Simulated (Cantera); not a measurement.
Charge: 1 mol SiH2Cl2, 0.0045 mol Cl2, 180 mol H2, equilibrated at 0.0250 bar.

These are equilibrium values from Cantera (NASA tables, ideal gas, pure condensed phases), not measurements of a reactor. Candidate condensed phases: Si; 19 gas species. Gases not in the tables: Si2H6 and higher silanes. Kinetics and transport are ignored.

**Question.** Which condensed phases are stable at each of these points (T (°C)): 552, 652, 752, 852, 952, 1052, 1152, 1252, 1352, 1452?

**Answer.** 
| T (°C) | condensed phases | Si condensed (%) |
|---|---|---|
| 552 | Si(s) | 52.2 |
| 652 | Si(s) | 67.2 |
| 752 | Si(s) | 85.9 |
| 852 | Si(s) | 93.8 |
| 952 | Si(s) | 94.7 |
| 1052 | Si(s) | 94.4 |
| 1152 | Si(s) | 93.9 |
| 1252 | Si(s) | 93.5 |
| 1352 | Si(s) | 92.8 |
| 1452 | Si(l) | 91.9 |

From 552 °C to 1352 °C the condensed part is Si(s). At 1452 °C the condensed part is Si(l).
